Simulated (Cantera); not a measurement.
Feed: 1 mol NaOH, 0.058 mol H2, held at 14.3 Torr.

Method: chemical equilibrium by Gibbs-energy minimisation in Cantera with the NASA 1993 tables (ideal gas, pure condensed phases). Candidate condensed phases: H2O, Na, NaOH, NaO2, Na2O, Na2O2; 16 gas species. Rates play no part.

log p: log10 of the partial pressure in bar; n: condensed amount in mol.

| T (K) | log p NaOH | log p Na | log p H2O | log p O2 | log p Na2(OH)2 | log p OH | n NaOH(l) |
|---|---|---|---|---|---|---|---|
| 1298 | -2.09 | -2.27 | -2.27 | -10.30 | -3.82 | -8.03 | 0.710 |
| 1348 | -1.83 | -2.70 | -2.70 | -5.62 | -3.62 | -6.83 | 0 |
| 1398 | -1.83 | -2.68 | -2.69 | -4.69 | -3.92 | -6.37 | 0 |
| 1448 | -1.84 | -2.64 | -2.67 | (withheld) | (withheld) | (withheld) | 0 |
| 1498 | -1.87 | -2.56 | -2.63 | -3.68 | -4.53 | -5.68 | 0 |
| 1548 | -1.90 | -2.47 | -2.58 | -3.43 | -4.83 | -5.41 | 0 |
| 1598 | -1.94 | -2.40 | -2.53 | -3.26 | -5.14 | -5.17 | 0 |
| 1648 | -1.99 | -2.32 | -2.49 | -3.13 | -5.46 | -4.95 | 0 |
| 1698 | (withheld) | -2.26 | -2.45 | (withheld) | (withheld) | (withheld) | 0 |
| 1748 | -2.11 | -2.21 | -2.41 | -2.95 | -6.09 | -4.57 | 0 |
| 1798 | -2.18 | -2.16 | -2.38 | -2.89 | -6.41 | -4.41 | 0 |
| 1848 | -2.26 | -2.13 | -2.35 | -2.84 | -6.73 | -4.25 | 0 |
| 1898 | -2.34 | -2.10 | -2.33 | -2.80 | -7.05 | -4.11 | 0 |
| 1948 | -2.43 | -2.07 | -2.31 | -2.76 | -7.37 | -3.98 | 0 |

Task: Some entries are withheld; supply them.

Result: 
- 1448, log p O2: -4.05
- 1448, log p Na2(OH)2: -4.22
- 1448, log p OH: -5.99
- 1698, log p NaOH: -2.05
- 1698, log p O2: -3.03
- 1698, log p Na2(OH)2: -5.77
- 1698, log p OH: -4.76
